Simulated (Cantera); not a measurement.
# NO annealing gas

An isothermal, constant-pressure homogeneous reactor starts with NO : N₂ = 1 : 1.3 (molar parts), at 2048 K and 100.0 Torr.

Detailed kinetics in Cantera: GRI-Mech 3.0 (53 species, 325 reactions).

| t (s) | x NO | x O | x NO₂ | x N₂ | x N₂O | x O₂ |
|---|---|---|---|---|---|---|
| 1.00e-5 | 0.435 | 4.11e-7 | 1.24e-9 | 0.565 | 4.11e-7 | 2.28e-10 |
| 2.62e-5 | 0.435 | 1.07e-6 | 8.32e-9 | 0.565 | 1.07e-6 | 1.55e-9 |
| 6.84e-5 | 0.435 | 2.80e-6 | 5.46e-8 | 0.565 | 2.77e-6 | 1.06e-8 |
| 0.000179 | 0.435 | 7.31e-6 | 3.36e-7 | 0.565 | 7.07e-6 | 7.26e-8 |
| 0.000468 | 0.435 | 1.93e-5 | 1.80e-6 | 0.565 | 1.74e-5 | 5.11e-7 |
| 0.00122 | 0.435 | 5.32e-5 | 7.69e-6 | 0.565 | 3.86e-5 | 4.00e-6 |
| 0.00320 | 0.434 | 0.000144 | 2.39e-5 | 0.565 | 6.85e-5 | 3.74e-5 |
| 0.00837 | 0.434 | 0.000256 | 4.16e-5 | 0.566 | 8.33e-5 | 0.000292 |
| 0.0219 | 0.432 | 0.000283 | 4.60e-5 | 0.567 | 8.28e-5 | 0.00121 |
| 0.0572 | 0.427 | 0.000313 | 5.18e-5 | 0.569 | 8.01e-5 | 0.00369 |
| 0.150 | 0.413 | 0.000381 | 6.43e-5 | 0.576 | 7.36e-5 | 0.0104 |
| 0.391 | 0.376 | 0.000521 | 8.52e-5 | 0.594 | 5.85e-5 | 0.0289 |
| 1.02 | 0.283 | 0.000764 | 9.90e-5 | 0.641 | 3.09e-5 | 0.0755 |
| 2.68 | 0.124 | 0.00105 | 6.16e-5 | 0.720 | 5.58e-6 | 0.155 |
| 7.00 | 0.0247 | 0.00120 | 1.42e-5 | 0.770 | 3.58e-7 | 0.204 |
x: mole fraction; the columns are a selection and need not sum to one.

Equilibrium at this temperature and pressure: NO 0.00874, O 0.00122, NO₂ 5.11e-6, N₂ 0.778, N₂O 1.78e-7, O₂ 0.212 (gas phase only).
